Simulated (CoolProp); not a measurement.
Values from CoolProp's reference Helmholtz-energy equation of state, Jacobsen 1992.

Task: For R11, give the phase and the density (kg/m³), Joule-Thomson coefficient (K/MPa), isothermal compressibility (1/MPa), viscosity (µPa s) at 349.8 K and 3440 kPa; 366.8 K and 3440 kPa.

Result: 
- 349.8 K and 3440 kPa: liquid; density 1360, Joule-Thomson coefficient -0.244, isothermal compressibility 0.00319, viscosity 281
- 366.8 K and 3440 kPa: liquid; density 1310, Joule-Thomson coefficient -0.153, isothermal compressibility 0.00406, viscosity 243

Viscosity comes from a separate model (Klein 1997), an estimate that may be off by 10 % or more.
